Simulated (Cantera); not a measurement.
Input: 1 mol TiC, 0.37 mol C, 0.012 mol H2, at 100000 Pa.

Method: chemical equilibrium by Gibbs-energy minimisation in Cantera with the NASA 1993 tables (ideal gas, pure condensed phases). Candidate condensed phases: C, C6H6, C7H8, C8H18, Ti, TiC; 77 gas species. TiC: taken at fixed stoichiometry. Rates play no part.

x: gas mole fraction; n: condensed amount in mol.

```csv
T (K),x H2,x H,x C2H2 (acetylene),x CH4,n C(graphite),n TiC(s)
1948,0.998,0.00113,0.000538,0.000487,0.370,1.00
2023,0.997,0.00190,0.000890,0.000397,0.370,1.00
2098,0.995,0.00307,0.00142,0.000328,0.370,1.00
2173,0.993,…,…,…,0.370,1.00
2248,0.989,0.00731,0.00328,0.000232,0.370,1.00
2323,0.984,…,…,…,0.370,1.00
2398,0.977,0.0156,0.00675,0.000170,0.370,1.00
```

**Question.** What belongs in the gaps?

**Answer.** 
- 2323, x H: 0.0108
- 2323, x C2H2 (acetylene): 0.00477
- 2323, x CH4: 0.000198
- 2173, x H: 0.00481
- 2173, x C2H2 (acetylene): 0.00219
- 2173, x CH4: 0.000275
